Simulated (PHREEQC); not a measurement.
Make-up at 15 °C: 0.23 mol/kgw TMAH and 0.018 mol/kgw K3PO4. Closed to the air; pH follows from the charge balance.

The numbers come from PHREEQC with the ion-association model, phreeqc.dat.

This is a speciation only: nothing precipitates in the calculation.

### Question
What pH does the model give?

### Answer
pH 13.53.

### Question
In which forms is P present?

### Answer
PO4-3 99 %, HPO4-2 1.0 % of the P.

(CH3)4N+ isn't in the database: it is added as a free cation with an ion size of 4 Å.
